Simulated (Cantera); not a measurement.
An adiabatic, constant-pressure homogeneous reactor starts with CO : H₂ : CH₄ : O₂ : N₂ = 1 : 0.069 : 1.4 : 5.47 : 60.1 (molar parts), equivalence ratio 0.61, at 1425 K and 5.00 bar.

Cantera simulation using GRI-Mech 3.0 (53 species, 325 reactions); the numbers are that mechanism's predictions, not measurements.

Predict: time of steepest temperature rise; temperature at 9.00 s; equilibrium temperature; x(CO) at 9.00 s; x(H₂) at 9.00 s; x(H) at 9.00 s.


* **time of steepest temperature rise**: 1.12 ms
* **temperature at 9.00 s**: 1987 K
* **equilibrium temperature**: 1987 K
* **x(CO) at 9.00 s**: 0.000109 (gas-phase equilibrium 0.000109)
* **x(H₂) at 9.00 s**: 2.86e-5 (gas-phase equilibrium 2.86e-5)
* **x(H) at 9.00 s**: 3.58e-6 (gas-phase equilibrium 3.58e-6)
